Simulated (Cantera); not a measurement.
Input: 1 mol HCl, 0.17 mol H2, 8 mol O2, held at 2827 °C and 10.0 mbar.

Cantera equilibrium calculation (NASA polynomials, part measured and part estimated; ideal gas, pure solids and liquids). Candidate condensed phases: H2O; 14 gas species. Rates play no part.

Base state: O 0.670, O2 0.180, H 0.0667, Cl 0.0640, OH 0.0163, HCl 0.00140, H2 0.000984, H2O 0.000673 (mole fractions); condensed: gas only.

Question: What changes in the equilibrium state with this change: HCl replaced by SF6?

Answer: 
```
species   before     after
-------  -------  --------
O          0.670     0.532
F              0     0.287
O2         0.180     0.114
Cl        0.0640         0
SO             0    0.0262
HF             0    0.0150
S              0    0.0145
OH        0.0163  0.000339
H         0.0667   0.00175
SO2            0   0.00956
HCl      0.00140         0
SF             0   3.87e-5
ClO      2.36e-5         0
```
Further candidate phases: H2SO4, S.
